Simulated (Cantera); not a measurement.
# Premixed flame

A freely propagating, adiabatic, planar premixed flame of 34.0 % H2, 17.3 % O2, 48.6 % N2, equivalence ratio 0.98, unburnt at 575 K and 860000 Pa; mixture-averaged transport, grid criteria slope 0.08 and curve 0.16, no radiation.

Detailed kinetics in Cantera: the H2/O2 subset of GRI-Mech 3.0, which has no nitrogen chemistry. The hydrogen kinetics of GRI-Mech 3.0 are dated; newer H2 mechanisms differ, most at raised pressure. Burning velocities carry a grid error of a few per cent, more on coarse grids.

```tsv
z (mm)	T (K)	u (m/s)	x H2	x O2	x HO2	x H	x O	x H2O
-0.0806	575	8.05	0.340	0.173	<1e-8	<1e-8	<1e-8	<1e-8
-0.0537	575	8.05	0.340	0.173	<1e-8	<1e-8	<1e-8	3.78e-8
-0.0403	575	8.04	0.340	0.174	3.99e-8	<1e-8	<1e-8	2.96e-7
-0.0269	576	8.04	0.339	0.174	2.08e-6	<1e-8	5.83e-8	1.08e-5
-0.0134	622	8.50	0.322	0.177	0.000527	2.75e-5	9.95e-6	0.00197
-0.00672	939	12.3	0.271	0.171	0.00145	0.00272	0.000405	0.0326
0	1473	18.6	0.179	0.131	0.000704	0.0179	0.00394	0.127
0.00672	1858	23.1	0.100	0.0754	0.000324	0.0321	0.00860	0.225
0.0134	2069	25.6	0.0658	0.0461	0.000159	0.0335	0.0105	0.274
0.0269	2283	27.9	0.0494	0.0300	7.30e-5	0.0257	0.00966	0.303
0.0537	2475	29.9	0.0415	0.0236	3.81e-5	0.0161	0.00668	0.324
0.107	2630	31.4	0.0334	0.0190	2.14e-5	0.00928	0.00415	0.342
0.215	2730	32.4	0.0264	0.0157	1.45e-5	0.00561	0.00271	0.356
```
x: mole fraction of selected species; z is measured from the peak of heat release.

```json
{
  "laminar_burning_velocity": "805 cm/s",
  "thermal_thickness": "0.0269 mm",
  "peak x(HO2)": "0.00158",
  "peak x(H)": "0.0340",
  "peak x(O)": "0.0106",
  "grid_points": "105"
}
```
